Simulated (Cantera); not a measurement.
## Ignition delay

Mixture: 5.35 % CO, 0.417 % H2, 1.60 % CH4, 11.9 % O2, 63.1 % N2, 17.6 % H2O, equivalence ratio 0.51, at 1.00 atm, adiabatic and at constant volume. Ignition delay is the time to a rise of 400 K.

Detailed kinetics in Cantera: GRI-Mech 3.0 (53 species, 325 reactions).

```tsv
T0 (K)	delay (ms)
1298	1.40
1348	0.963
1398	0.683
1448	0.497
1498	0.372
1548	0.285
1598	0.224
```

| Quantity | Result |
|---|---|
| apparent activation energy between 1498 and 1598 K | 100 kJ/mol |
